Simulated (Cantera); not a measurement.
# Counterflow diffusion flame

A counterflow diffusion flame at 101000 Pa, nozzles 20 mm apart: fuel side H2 : N2 = 1 : 0.61 (molar parts) at 300 K, oxidiser side O2 : N2 = 0.26 : 0.74 (molar parts) at 450 K, fuel mass flux 0.65 times the oxidiser's; mixture-averaged transport, no radiation.

Computed with Cantera and the H2/O2 subset of GRI-Mech 3.0, which has no nitrogen chemistry. The maximum strain rate includes the flame's own expansion and is several times the mean.

```json
[
 {"oxidiser flux (kg/m²/s)": "0.61", "max strain (1/s)": "373", "mean strain (1/s)": "79.9", "T max (K)": "2404", "peak x OH": "0.0199", "peak x H": "0.0128", "peak x H2O": "0.301", "peak x HO2": "3.55e-5"},
 {"oxidiser flux (kg/m²/s)": "0.79", "max strain (1/s)": "470", "mean strain (1/s)": "103", "T max (K)": "2374", "peak x OH": "0.0202", "peak x H": "0.0140", "peak x H2O": "0.299", "peak x HO2": "4.42e-5"},
 {"oxidiser flux (kg/m²/s)": "1", "max strain (1/s)": "582", "mean strain (1/s)": "131", "T max (K)": "2340", "peak x OH": "0.0203", "peak x H": "0.0152", "peak x H2O": "0.296", "peak x HO2": "5.27e-5"},
 {"oxidiser flux (kg/m²/s)": "1.4", "max strain (1/s)": "793", "mean strain (1/s)": "183", "T max (K)": "2291", "peak x OH": "0.0203", "peak x H": "0.0171", "peak x H2O": "0.294", "peak x HO2": "6.65e-5"},
 {"oxidiser flux (kg/m²/s)": "1.8", "max strain (1/s)": "998", "mean strain (1/s)": "236", "T max (K)": "2255", "peak x OH": "0.0204", "peak x H": "0.0186", "peak x H2O": "0.291", "peak x HO2": "7.86e-5"},
 {"oxidiser flux (kg/m²/s)": "2.3", "max strain (1/s)": "1260", "mean strain (1/s)": "301", "T max (K)": "2221", "peak x OH": "0.0205", "peak x H": "0.0203", "peak x H2O": "0.289", "peak x HO2": "9.04e-5"},
 {"oxidiser flux (kg/m²/s)": "3", "max strain (1/s)": "1610", "mean strain (1/s)": "393", "T max (K)": "2180", "peak x OH": "0.0204", "peak x H": "0.0222", "peak x H2O": "0.286", "peak x HO2": "0.000106"},
 {"oxidiser flux (kg/m²/s)": "3.9", "max strain (1/s)": "2050", "mean strain (1/s)": "511", "T max (K)": "2134", "peak x OH": "0.0202", "peak x H": "0.0242", "peak x H2O": "0.284", "peak x HO2": "0.000122"},
 {"oxidiser flux (kg/m²/s)": "5.1", "max strain (1/s)": "2640", "mean strain (1/s)": "668", "T max (K)": "2085", "peak x OH": "0.0198", "peak x H": "0.0263", "peak x H2O": "0.281", "peak x HO2": "0.000140"}
]
```
x: mole fraction; the columns are a selection and need not sum to one.
